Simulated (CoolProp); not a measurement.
C3F8 (R218) at 293.15 K and 1.24 MPa flows at 0.86 m/s in a round tube of 4.6 mm bore and 0.25 µm roughness, fully developed (64/Re and Nu = 3.66 if laminar; Colebrook and Gnielinski if turbulent). Each further row changes one setting.

Model: reference Helmholtz-energy equation of state, Lemmon 2006, in CoolProp. It is a short technical equation, of lower accuracy than the large ones.

```tsv
case	Reynolds number	Darcy friction factor	pressure drop (Pa/m)	heat-transfer coefficient (W/(m² K))	mass flow (kg/h)
as stated	?	?	?	1750	?
velocity 1.72 m/s	58300	?	?	3180	?
diameter 9.2 mm	58300	?	1110	1590	280
```

Task: Complete the blanks.

Result: 
- as stated, Reynolds number: 29200
- as stated, Darcy friction factor: 0.0238
- as stated, pressure drop (Pa/m): 2600
- as stated, mass flow (kg/h): 69.9
- velocity 1.72 m/s, Darcy friction factor: 0.0204
- velocity 1.72 m/s, pressure drop (Pa/m): 8920
- velocity 1.72 m/s, mass flow (kg/h): 140
- diameter 9.2 mm, Darcy friction factor: 0.0203

Viscosity comes from a separate model (Huber 2003), an estimate that may be off by 10 % or more. Thermal conductivity comes from a separate model (Huber 2003), an estimate that may be off by 10 % or more.
